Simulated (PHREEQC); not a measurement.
A solution holds 0.06 mol ZnSO4, 0.000145 mol CaCl2 and 0.0006 mol NaCl per kg of water, at 25 °C. Closed to the air; pH follows from the charge balance.

All values are PHREEQC results (ion-association model, wateq4f.dat), not measurements.

No solid was allowed to form.

Q: Estimate the pH, ionic strength.

A: pH 5.57; ionic strength 0.125 mol/kgw.

Q: In which forms is Ca present?

A: Ca+2 61 %, CaSO4 39 % of the Ca.
